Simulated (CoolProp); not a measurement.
Ethanol along the isobar 7.98 MPa: fugacity coefficient from the reference equation and from simpler models built on Tc = 241.6 °C, pc = 6.268 MPa, ω = 0.644; each cubic takes its own stable root.

Values from CoolProp's reference Helmholtz-energy equation of state, Schroeder 2014.

| T (°C) | phase | reference |
|---|---|---|
| 208.75 | liquid | 0.3708 |
| 216.25 | liquid | 0.4128 |
| 223.65 | liquid | 0.4560 |
| 231.05 | liquid | 0.5005 |
| 238.45 | liquid | 0.5457 |
| 245.85 | supercritical | 0.5907 |
| 253.25 | supercritical | 0.6335 |
| 260.65 | supercritical | 0.6690 |
| 268.05 | supercritical | 0.6963 |
| 275.55 | supercritical | 0.7193 |
| 282.95 | supercritical | 0.7390 |
| 290.35 | supercritical | 0.7566 |
| 297.75 | supercritical | 0.7725 |
| 305.15 | supercritical | 0.7870 |
| 312.55 | supercritical | 0.8002 |
| 319.95 | supercritical | 0.8123 |

Problem. How far does each simpler model (van der Waals, Redlich-Kwong, Peng-Robinson) lie from the reference over these 16 states: mean and median of the absolute difference, and the worst?

Solution. 
- van der Waals: mean 10.3 %, median 8.0 %, worst +33.5 % at 208.75 °C and 7.98 MPa
- Redlich-Kwong: mean 8.0 %, median 8.7 %, worst +17.0 % at 208.75 °C and 7.98 MPa
- Peng-Robinson: mean 6.0 %, median 6.9 %, worst -7.8 % at 275.55 °C and 7.98 MPa
